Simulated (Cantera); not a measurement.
A closed system holds: 1 mol Cr2O3, 14 mol H2, equilibrated at 1075 °C and 12.0 Pa.

Cantera equilibrium calculation (NASA polynomials, part measured and part estimated; ideal gas, pure solids and liquids). Candidate condensed phases: Cr, Cr2O3, H2O; 13 gas species. Mutual solubility and eutectic melting of coexisting phases are not modelled. Kinetics and transport are ignored.

Base state: H2 0.999, H2O 0.000405, H 0.000212, Cr 0.000143 (mole fractions); condensed: Cr(s) + Cr2O3(s).

What changes in the equilibrium state with this change: Cr2O3 replaced by NiS?


```tsv
species	before	after
H2	0.999	0.978
S2	0	0.0117
H2S	0	0.00954
Cr	0.000143	0
SH	0	0.000886
H2O	0.000405	0
S	0	5.67e-5
H	0.000212	0.000209
Cr(s), mol	0.00178	0
Cr2O3(s), mol	0.998	0
Ni(s), mol	0	0.221
Ni3S2(l), mol	0	0.260
```
Metal and sulfide melt together well below either melting point, which pure phases cannot show. Further candidate phases: Ni, NiS, NiS2, Ni3S2, Ni3S4, S.
